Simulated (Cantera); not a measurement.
CF4 + F2 (fluorocarbon and chlorocarbon gases)

Charge: 1 mol CF4, 0.055 mol F2, held at 6000 Pa.

Method: chemical equilibrium by Gibbs-energy minimisation in Cantera with the NASA 1993 tables (ideal gas, pure condensed phases). Candidate condensed phases: C; 13 gas species. Gases not in the tables: C2F6 and larger saturated fluorocarbons. Rates play no part.

From 1500 K to 2700 K nothing is condensed. The main C-bearing gas is CF4 at 1500 K and CF2 at 2700 K.

| T (K) | x CF4 | x F | x CF2 | x CF3 | x CF | x F2 |
|---|---|---|---|---|---|---|
| 1500 | 0.901 | 0.0989 | 4.25e-12 | 9.39e-9 | <1e-12 | 7.90e-5 |
| 1700 | 0.901 | 0.0991 | 2.31e-8 | 1.57e-6 | <1e-12 | 1.63e-5 |
| 1900 | 0.901 | 0.0992 | 2.03e-5 | 8.93e-5 | 3.46e-10 | 4.69e-6 |
| 2100 | 0.886 | 0.108 | 0.00403 | 0.00211 | 1.47e-6 | 2.02e-6 |
| 2300 | 0.694 | 0.228 | 0.0656 | 0.0116 | 0.000154 | 3.86e-6 |
| 2500 | 0.255 | 0.509 | 0.215 | 0.0184 | 0.00202 | 9.44e-6 |
| 2700 | 0.0233 | 0.665 | 0.289 | 0.00877 | 0.0135 | 8.79e-6 |
x: gas mole fraction; nothing condenses.
